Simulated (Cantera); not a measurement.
Sublimation and decomposition of ceramics: SiC + Si + H2

A closed system holds: 1 mol SiC, 0.029 mol Si, 0.18 mol H2, held at 2.80 bar.

Cantera equilibrium calculation (NASA polynomials, part measured and part estimated; ideal gas, pure solids and liquids). Candidate condensed phases: C, C6H6, C7H8, C8H18, Si, SiC; 87 gas species. Mutual solubility and eutectic melting of coexisting phases are not modelled. Gases not in the tables: Si2H6 and higher silanes. The numbers say what is thermodynamically allowed, not how fast it happens.

```tsv
T (K)	x H2	x H	x Si	x C2H2 (acetylene)	x Si2C	n Si(l)	n SiC(s)
2150	0.997	0.00252	8.02e-5	1.63e-5	3.95e-6	0.0289	1.000
2200	0.996	0.00336	0.000132	2.94e-5	7.73e-6	0.0289	1.000
2250	0.995	0.00443	0.000212	5.17e-5	1.47e-5	0.0289	1.000
2300	0.993	0.00576	0.000333	8.85e-5	2.70e-5	0.0289	1.000
2350	0.991	0.00742	0.000513	0.000148	4.85e-5	0.0288	1.000
2400	0.988	0.00945	0.000777	0.000242	8.49e-5	0.0287	1.000
2450	0.985	0.0119	0.00116	0.000388	0.000145	0.0287	1.000
2500	0.981	0.0149	0.00170	0.000609	0.000243	0.0286	1.000
2550	0.975	0.0184	0.00245	0.000937	0.000397	0.0284	1.000
2600	0.969	0.0226	0.00348	0.00142	0.000637	0.0283	0.999
2650	0.961	0.0275	0.00488	0.00210	0.00100	0.0281	0.999
2700	0.951	0.0331	0.00676	0.00307	0.00155	0.0278	0.998
2750	0.938	0.0396	0.00926	0.00440	0.00236	0.0276	0.998
2800	0.922	0.0470	0.0125	0.00621	0.00354	0.0273	0.996
```
x: gas mole fraction; n: condensed amount in mol.

From 2150 K to 2800 K the condensed part is Si(l) + SiC(s). The main Si-bearing gas is SiH2 at 2150 K and Si at 2800 K.
